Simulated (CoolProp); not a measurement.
Saturation properties of chloromethane (R40) (Tc = 418.6 K, pc = 6929 kPa, ω = 0.150).

Values from CoolProp's reference Helmholtz-energy equation of state, Thol 2014.

| T (K) | p (kPa) | liquid cp (kJ/(kg K)) | surface tension (mN/m) |
|---|---|---|---|
| 261.8 | 170.3 | 1.581 | 21.3 |
| 269.7 | 229.1 | 1.585 | 20.0 |
| 277.6 | 302.5 | 1.592 | 18.7 |
| 285.5 | ___ | 1.602 | ___ |
| 293.4 | 501.6 | 1.616 | 16.1 |
| 301.3 | 632.1 | ___ | 14.9 |
| 309.2 | 786.3 | ___ | 13.7 |
| 317.1 | 966.8 | 1.682 | 12.4 |
| 325 | 1176 | 1.713 | ___ |
| 333 | 1421 | ___ | 10.1 |
| 340.9 | 1697 | 1.798 | 8.90 |
| 348.8 | 2010 | 1.856 | ___ |

Problem. Complete the blanks.

Solution. 
- 285.5, p (kPa): 392.6
- 285.5, surface tension (mN/m): 17.4
- 301.3, liquid cp (kJ/(kg K)): 1.634
- 309.2, liquid cp (kJ/(kg K)): 1.656
- 325, surface tension (mN/m): 11.2
- 333, liquid cp (kJ/(kg K)): 1.752
- 348.8, surface tension (mN/m): 7.78

It boils at 249.2 K under 1 atm.

Surface tension comes from a separate correlation (Mulero 2014).
